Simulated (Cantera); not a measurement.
An adiabatic, constant-volume homogeneous reactor starts with H2 : O2 : N2 = 1 : 0.877 : 4.12 (molar parts), equivalence ratio 0.57, at 1173 K and 5.10 bar. Integrator tolerance rtol = 1e-08.

Detailed kinetics in Cantera: the H2/O2 subset of GRI-Mech 3.0, which has no nitrogen chemistry. The hydrogen kinetics of GRI-Mech 3.0 are dated; newer H2 mechanisms differ, most at raised pressure.

### Question
What does this change do: pressure from 5.10 bar to 3.00 bar?

### Answer
```json
[
 {"quantity": "time of steepest temperature rise", "before": "27.5 µs", "after": "27.7 µs"},
 {"quantity": "temperature at 7.00 s", "before": "2567 K", "after": "2554 K"},
 {"quantity": "equilibrium temperature", "before": "2567 K", "after": "2554 K"},
 {"quantity": "x(H2) at 7.00 s", "before": "0.00174 (gas-phase equilibrium 0.00174)", "after": "0.00213 (gas-phase equilibrium 0.00213)"},
 {"quantity": "x(O2) at 7.00 s", "before": "0.0660 (gas-phase equilibrium 0.0660)", "after": "0.0658 (gas-phase equilibrium 0.0658)"},
 {"quantity": "x(H2O) at 7.00 s", "before": "0.174 (gas-phase equilibrium 0.174)", "after": "0.173 (gas-phase equilibrium 0.173)"},
 {"quantity": "x(H2O2) at 7.00 s", "before": "1.16e-6 (gas-phase equilibrium 1.16e-6)", "after": "8.61e-7 (gas-phase equilibrium 8.61e-7)"},
 {"quantity": "x(HO2) at 7.00 s", "before": "1.68e-5 (gas-phase equilibrium 1.68e-5)", "after": "1.42e-5 (gas-phase equilibrium 1.42e-5)"}
]
```

### Question
What does this change do: pressure from 5.10 bar to 0.290 bar?

### Answer
| quantity | before | after |
|---|---|---|
| time of steepest temperature rise | 27.5 µs | 0.206 ms |
| temperature at 7.00 s | 2567 K | 2478 K |
| equilibrium temperature | 2567 K | 2478 K |
| x(H2) at 7.00 s | 0.00174 (gas-phase equilibrium 0.00174) | 0.00468 (gas-phase equilibrium 0.00468) |
| x(O2) at 7.00 s | 0.0660 (gas-phase equilibrium 0.0660) | 0.0648 (gas-phase equilibrium 0.0648) |
| x(H2O) at 7.00 s | 0.174 (gas-phase equilibrium 0.174) | 0.167 (gas-phase equilibrium 0.167) |
| x(H2O2) at 7.00 s | 1.16e-6 (gas-phase equilibrium 1.16e-6) | 2.15e-7 (gas-phase equilibrium 2.15e-7) |
| x(HO2) at 7.00 s | 1.68e-5 (gas-phase equilibrium 1.68e-5) | 6.26e-6 (gas-phase equilibrium 6.26e-6) |
